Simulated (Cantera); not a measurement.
Charge: 1 mol B2O3, 38 mol H2, equilibrated at 1950 °C and 56.0 mbar.

Equilibrium computed with Cantera from the NASA thermochemical tables; the gas is ideal and each condensed phase is pure. Candidate condensed phases: B, B2O3, B3O3H3, H2O; 23 gas species. Kinetics and transport are ignored.

Base state: H2 0.921, H 0.0260, HBO 0.0200, HBO2 0.0140, H2O 0.00719, BO 0.00674, B2O3 0.00392, B2O2 0.000878 (mole fractions); condensed: gas only.

Task: What changes in the equilibrium state with this change: pressure from 56.0 mbar to 13.0 mbar?

Result: 
| species | before | after |
|---|---|---|
| H2 | 0.921 | 0.893 |
| H | 0.0260 | 0.0531 |
| HBO | 0.0200 | 0.0166 |
| BO | 0.00674 | 0.0118 |
| HBO2 | 0.0140 | 0.0134 |
| OH | 2.93e-5 | 6.88e-5 |
| BO2 | 6.88e-5 | 0.000138 |
| B2O2 | 0.000878 | 0.000625 |
| B2O3 | 0.00392 | 0.00321 |
| H2O | 0.00719 | 0.00801 |
